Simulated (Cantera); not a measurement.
Boron, boron nitride and boron oxide: borazine + H2O

Charge: 1 mol borazine, 8.7 mol H2O, equilibrated at 0.00390 bar.

These are equilibrium values from Cantera (NASA tables, ideal gas, pure condensed phases), not measurements of a reactor. Candidate condensed phases: B, BN, B2O3, B3O3H3, H2O; 39 gas species. The feed counts by its element totals alone. Gases not in the tables: H3BO3. Rates play no part.

| T (K) | log p H2 | log p H2O | log p HBO2 | log p N2 | log p H | log p B2O3 | n B2O3(l) |
|---|---|---|---|---|---|---|---|
| 1325 | -2.66 | -2.94 | -3.85 | -3.36 | -7.12 | -6.44 | 1.26 |
| 1425 | -2.68 | -3.00 | -3.42 | -3.38 | -6.50 | -5.37 | 0.810 |
| 1525 | -2.70 | -3.13 | -3.13 | -3.40 | -5.98 | -4.54 | 0 |
| 1625 | -2.70 | -3.12 | -3.14 | -3.40 | -5.50 | -4.45 | 0 |
| 1725 | -2.70 | -3.12 | -3.15 | -3.40 | -5.08 | -4.38 | 0 |
| 1825 | -2.71 | -3.11 | -3.16 | -3.40 | -4.71 | -4.32 | 0 |
| 1925 | -2.71 | -3.11 | -3.17 | -3.40 | -4.37 | -4.27 | 0 |
| 2025 | -2.72 | -3.11 | -3.19 | -3.41 | -4.07 | -4.23 | 0 |
| 2125 | -2.73 | -3.11 | -3.21 | -3.41 | -3.81 | -4.21 | 0 |
log p: log10 of the partial pressure in bar; n: condensed amount in mol.

From 1325 K to 1425 K the condensed part is B2O3(l). From 1525 K to 2125 K nothing is condensed.
